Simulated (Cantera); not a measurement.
Input: 1 mol H₂O, 0.061 mol O₂, at 1227 °C and 100000 Pa.

Cantera equilibrium calculation (NASA polynomials, part measured and part estimated; ideal gas, pure solids and liquids). Candidate condensed phases: H₂O; 9 gas species. The numbers say what is thermodynamically allowed, not how fast it happens.

Base state: H₂O 0.942, O₂ 0.0574, OH 0.000174 (mole fractions); condensed: gas only.

Q: What changes in the equilibrium state with this change: temperature from 1227 °C to 2927 °C?

A: 
```
species    before    after
-------  --------  -------
H₂O         0.942    0.476
H₂        7.44e-6    0.143
OH       0.000174    0.136
H         4.80e-8    0.106
O         9.72e-7   0.0605
O₂         0.0574   0.0788
HO₂       2.26e-7  6.25e-5
```
